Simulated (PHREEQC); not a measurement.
# Buffer: an equilibrium model

Make-up at 25 °C: 4.8 mmol/kgw H3BO3 and 0.62 mmol/kgw Na2B4O7. Closed to the air; pH follows from the charge balance.

Computed with PHREEQC (ion-association model, wateq4f.dat).

Each row changes one thing in this solution. This is a speciation only: nothing precipitates in the calculation.

| case | pH | ionic strength (mol/kgw) | H3BO3 (mol/kgw) | H2BO3- (mol/kgw) |
|---|---|---|---|---|
| as made | 8.53 | 0.00124 | 0.00604 | 0.00124 |
| Na2B4O7 from 0.00062 to 0.000558 mol/kgw | (withheld) | 0.00112 | 0.00592 | 0.00111 |
| 0.00042 mol/kgw NH4HS added | 8.51 | 0.00160 | 0.00610 | 0.00118 |
| temperature from 25 to 90 °C | 8.09 | 0.00124 | 0.00609 | 0.00119 |
| diluted 10-fold with water | 8.53 | 0.000124 | 0.000607 | 0.000121 |
| H3BO3 from 0.0048 to 0.00432 mol/kgw | 8.57 | 0.00124 | 0.00556 | 0.00124 |
| Na2B4O7 replaced by Na3PO4 at the same molality | 8.41 | 0.00245 | 0.00415 | 0.000648 |
| temperature from 25 to 35 °C | (withheld) | 0.00124 | 0.00605 | 0.00123 |

Question: Fill in the missing entries.

Answer: 
- Na2B4O7 from 0.00062 to 0.000558 mol/kgw, pH: 8.50
- temperature from 25 to 35 °C, pH: 8.46

Complexes and solids missing from the database can't appear. Constants without temperature data keep their 25 °C values here. The polysulfide entries of wateq4f.dat were taken out for this run.
